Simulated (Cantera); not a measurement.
# Hydrocarbon pyrolysis for carbon deposition

An isothermal, constant-pressure homogeneous reactor starts with 16.7 % C3H8, 81.7 % H2, 1.67 % N2, at 1548 K and 0.660 bar.

Cantera simulation using GRI-Mech 3.0 (53 species, 325 reactions); the numbers are that mechanism's predictions, not measurements. GRI-Mech 3.0 was tuned for natural gas; its chemistry of propane as a main component is partial and can be far from experiment. GRI-Mech 3.0 stops at C3 and has no aromatics, soot or wall deposition, so with more carbon than oxygen in the feed, carbon stays in small species such as C2H2 where larger ones or solid carbon would form.

```json
[
 {"t (s)": "2.00e-5", "x C3H8": "0.0777", "x H2": "0.759", "x C2H2": "0.00112", "x CH3": "0.00593", "x CH2": "2.45e-6"},
 {"t (s)": "0.000111", "x C3H8": "0.00224", "x H2": "0.711", "x C2H2": "0.0171", "x CH3": "0.00104", "x CH2": "2.52e-7"},
 {"t (s)": "0.000616", "x C3H8": "3.48e-6", "x H2": "0.716", "x C2H2": "0.0400", "x CH3": "0.000208", "x CH2": "1.44e-8"},
 {"t (s)": "0.00342", "x C3H8": "3.39e-7", "x H2": "0.726", "x C2H2": "0.0749", "x CH3": "0.000122", "x CH2": "5.25e-9"},
 {"t (s)": "0.0190", "x C3H8": "6.75e-8", "x H2": "0.738", "x C2H2": "0.115", "x CH3": "9.92e-5", "x CH2": "3.48e-9"},
 {"t (s)": "0.105", "x C3H8": "4.92e-8", "x H2": "0.743", "x C2H2": "0.120", "x CH3": "9.33e-5", "x CH2": "3.25e-9"},
 {"t (s)": "0.585", "x C3H8": "4.38e-8", "x H2": "0.756", "x C2H2": "0.126", "x CH3": "8.07e-5", "x CH2": "2.96e-9"},
 {"t (s)": "3.25", "x C3H8": "4.01e-8", "x H2": "0.765", "x C2H2": "0.130", "x CH3": "7.22e-5", "x CH2": "2.77e-9"},
 {"t (s)": "18.0", "x C3H8": "4.00e-8", "x H2": "0.765", "x C2H2": "0.130", "x CH3": "7.22e-5", "x CH2": "2.77e-9"},
 {"t (s)": "100", "x C3H8": "4.00e-8", "x H2": "0.765", "x C2H2": "0.130", "x CH3": "7.22e-5", "x CH2": "2.77e-9"}
]
```
x: mole fraction; the columns are a selection and need not sum to one.

Equilibrium at this temperature and pressure: C3H8 3.76e-8, H2 0.766, C2H2 0.124, CH3 7.07e-5, CH2 2.71e-9 (gas phase only).
